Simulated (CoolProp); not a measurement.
Vapour-liquid equilibrium of dimethyl ether (1) + R236FA (2) at 2.3 bar; x and y are mole fractions of (1).

Computed with CoolProp (multi-fluid Helmholtz-energy mixture model, Wu 2011 and Pan 2012; pair parameters Bell 2016).

```csv
x,"bubble temperature, mixture model (K)","bubble temperature, Raoult's law (K)","y, mixture model","y, Raoult's law"
0.05,293.0,291.5,0.057,0.105
0.2,291.9,286.8,0.248,0.364
0.35,289.5,282.6,0.462,0.558
0.5,285.7,278.9,0.669,0.705
0.65,280.6,275.6,0.834,0.819
0.8,275.2,272.6,0.938,0.909
0.95,270.3,269.8,0.991,0.980
```

The largest gap from Raoult's law is +6.9 K in bubble temperature, at x = 0.35. No azeotrope shows between x = 0.05 and 0.95.

Pair parameters are fitted to limited data, so mixtures are less certain than the pure fluids.
